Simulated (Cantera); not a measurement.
Charge: 1 mol CH₃SiCl₃, 0.026 mol HCl, 5 mol H₂, 0.5 mol CH₄, at 1675 °C and 0.0250 bar.

Equilibrium computed with Cantera from the NASA thermochemical tables; the gas is ideal and each condensed phase is pure. Candidate condensed phases: C, C₆H₆, C₇H₈, C₈H₁₈, Si, SiC; 109 gas species. The feed counts by its element totals alone. The tables' values for SiCl₃, SiCl are old estimates; treat these amounts as uncertain. Rates play no part.

Base state: H₂ 0.676, HCl 0.300, SiCl₂ 0.0153, H 0.00587, Cl 0.00196, C₂H₂ (acetylene) 0.000364, SiCl₃ 0.000246, SiCl 9.29e-5 (mole fractions); condensed: C(graphite) + SiC(s).

### Question
What changes in the equilibrium state with this change: CH₃SiCl₃ replaced by SiCl₄?

### Answer
```json
[
 {"species": "H₂", "before": "0.676", "after": "0.558"},
 {"species": "HCl", "before": "0.300", "after": "0.372"},
 {"species": "SiCl₂", "before": "0.0153", "after": "0.0605"},
 {"species": "SiCl₄", "before": "4.91e-6", "after": "3.59e-5"},
 {"species": "C₂H₂ (acetylene)", "before": "0.000364", "after": "6.64e-5"},
 {"species": "SiCl₃", "before": "0.000246", "after": "0.00132"},
 {"species": "SiHCl₃", "before": "3.87e-6", "after": "1.89e-5"},
 {"species": "C(graphite), mol", "before": "0.636", "after": "0"},
 {"species": "SiC(s), mol", "before": "0.857", "after": "0.499"}
]
```

### Question
What changes in the equilibrium state with this change: temperature from 1675 °C to 1525 °C?

### Answer
```
species            before    after
----------------  -------  -------
H₂                  0.676    0.675
HCl                 0.300    0.312
SiCl₂              0.0153   0.0107
H                 0.00587  0.00183
Si                4.18e-5  2.94e-6
SiCl              9.29e-5  1.55e-5
C(graphite), mol    0.636    0.598
SiC(s), mol         0.857    0.900
```
